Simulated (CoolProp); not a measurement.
Vapour-liquid equilibrium of neopentane (1) + n-pentane (2) at 288.1 K; x and y are mole fractions of (1).

Model: multi-fluid Helmholtz-energy mixture model, Lemmon 2006 and Thol 2019; pair parameters Bell 2016, in CoolProp.

Problem. Give the bubble pressure and the first vapour's composition at x = 0.15, 0.25, 0.55. Is there an azeotrope?

Solution. x = 0.15: 58.19 kPa, y = 0.318; x = 0.25: 65.98 kPa, y = 0.466; x = 0.55: 88.92 kPa, y = 0.756. No azeotrope shows between x = 0.05 and 0.95.

The pair parameters rest on a limited set of measurements; away from them the model extrapolates.
